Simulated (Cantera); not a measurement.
Cantera run, input and output.

```python
import numpy as np
import cantera as ct

gas = ct.Solution("gri30.yaml")


def delay(T, t_max=10):
    gas.TPX = T, 101325, {'CH4': 1, 'C2H6': 0.13, 'C3H8': 0.11, 'O2': 3.41, 'N2': 12.8}
    reactor = ct.IdealGasConstPressureReactor(gas, clone=False)
    net = ct.ReactorNet([reactor])
    net.rtol, net.atol = 1e-8, 1e-16
    while net.time < t_max:
        t_old, T_old = net.time, reactor.T
        net.step()
        if reactor.T > T + 400:  # ignition: a rise of 400 K
            return t_old + (T + 400 - T_old) / (reactor.T - T_old) * (net.time - t_old)
    return np.nan


taus = []
for T in [1300, 1350, 1400, 1450, 1500, 1550, 1600, 1650]:
    taus.append(delay(T))
    print(f"T0 = {T:6g} K   tau = {taus[-1]:.4e} s")
```

Result:

```
T0 =   1300 K   tau = 1.0362e-03 s
T0 =   1350 K   tau = 5.7246e-04 s
T0 =   1400 K   tau = 3.3321e-04 s
T0 =   1450 K   tau = 2.0439e-04 s
T0 =   1500 K   tau = 1.3184e-04 s
T0 =   1550 K   tau = 8.9120e-05 s
T0 =   1600 K   tau = 6.2841e-05 s
T0 =   1650 K   tau = 4.6004e-05 s
```

Model: GRI-Mech 3.0 (53 species, 325 reactions), integrated in Cantera.
